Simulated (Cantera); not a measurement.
A freely propagating, adiabatic, planar premixed flame of CH4 : O2 : N2 = 1 : 1.43 : 5.37 (molar parts), equivalence ratio 1.4, unburnt at 575 K and 3.40 bar; mixture-averaged transport, grid criteria slope 0.08 and curve 0.16, no radiation.

Detailed kinetics in Cantera: GRI-Mech 3.0 (53 species, 325 reactions). Burning velocities carry a grid error of a few per cent, more on coarse grids.

x: mole fraction of selected species; z is measured from the peak of heat release.

| z (mm) | T (K) | u (m/s) | x CH4 | x O2 | x CH2O | x CO | x C2H2 | x C2H4 |
|---|---|---|---|---|---|---|---|---|
| -0.750 | 576 | 0.373 | 0.128 | 0.183 | 4.40e-7 | 1.98e-5 | 1.32e-7 | 2.65e-7 |
| -0.500 | 584 | 0.380 | 0.126 | 0.181 | 6.49e-6 | 0.000217 | 1.92e-6 | 3.98e-6 |
| -0.375 | 610 | 0.399 | 0.123 | 0.178 | 3.28e-5 | 0.000901 | 9.73e-6 | 2.06e-5 |
| -0.250 | [?] | 0.487 | [?] | 0.167 | [?] | [?] | [?] | [?] |
| -0.125 | 1189 | 0.806 | 0.0755 | 0.121 | 0.00110 | 0.0248 | 0.000489 | 0.00107 |
| -0.0625 | 1570 | 1.08 | 0.0427 | 0.0766 | 0.00107 | 0.0459 | 0.00112 | 0.00198 |
| 0 | 1916 | 1.33 | 0.0138 | 0.0311 | 0.000404 | 0.0675 | 0.00220 | 0.00127 |
| 0.0625 | 2082 | 1.45 | 0.00331 | 0.00873 | 0.000119 | 0.0760 | 0.00193 | 0.000209 |
| 0.125 | 2137 | 1.48 | 0.00113 | 0.00238 | 4.02e-5 | 0.0768 | 0.00120 | 2.92e-5 |
| 0.250 | 2164 | 1.50 | 0.000338 | 0.000255 | 8.70e-6 | 0.0760 | 0.000539 | 2.08e-6 |
| 0.500 | 2174 | 1.51 | 0.000110 | 1.45e-5 | 1.81e-6 | 0.0756 | 0.000194 | 2.22e-7 |
| 1.00 | 2177 | 1.51 | 3.03e-5 | 3.56e-6 | 3.64e-7 | 0.0757 | 4.80e-5 | 3.29e-8 |
| 2.00 | 2178 | 1.51 | [?] | [?] | [?] | 0.0759 | [?] | <1e-8 |

What belongs in the gaps?


- -0.250, T (K): 735
- -0.250, x CH4: 0.113
- -0.250, x CH2O: 0.000234
- -0.250, x CO: 0.00496
- -0.250, x C2H2: 7.19e-5
- -0.250, x C2H4: 0.000157
- 2.00, x CH4: 4.25e-6
- 2.00, x O2: 2.68e-6
- 2.00, x CH2O: 4.94e-8
- 2.00, x C2H2: 5.76e-6
